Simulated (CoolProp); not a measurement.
A simple Rankine cycle with dimethyl carbonate: condensing at 301.15 K, boiler at 0.0994 MPa, turbine inlet 402.6 K, turbine efficiency 0.6, pump efficiency 0.7, no recuperator. Each further row changes one setting.

Values from CoolProp's reference Helmholtz-energy equation of state, Zhou 2011.

```csv
case,thermal efficiency (%),net work (kJ/kg),heat in (kJ/kg),turbine exit temperature (K),volume ratio over the turbine
as stated,9.1,50.0,549,365.2,10.9
turbine inlet 422.6 K,9.1,(withheld),578,(withheld),10.9
condensing temperature 293.15 K,(withheld),(withheld),563,359.4,16.2
boiler pressure 0.0696 MPa,7.9,(withheld),550,(withheld),7.66
turbine efficiency 0.5,(withheld),(withheld),549,371.3,11.0
```

Task: What belongs in the gaps?

Result: 
- turbine inlet 422.6 K, net work (kJ/kg): 52.7
- turbine inlet 422.6 K, turbine exit temperature (K): 384.8
- condensing temperature 293.15 K, thermal efficiency (%): 10.2
- condensing temperature 293.15 K, net work (kJ/kg): 57.7
- boiler pressure 0.0696 MPa, net work (kJ/kg): 43.4
- boiler pressure 0.0696 MPa, turbine exit temperature (K): 370.6
- turbine efficiency 0.5, thermal efficiency (%): 7.6
- turbine efficiency 0.5, net work (kJ/kg): 41.7
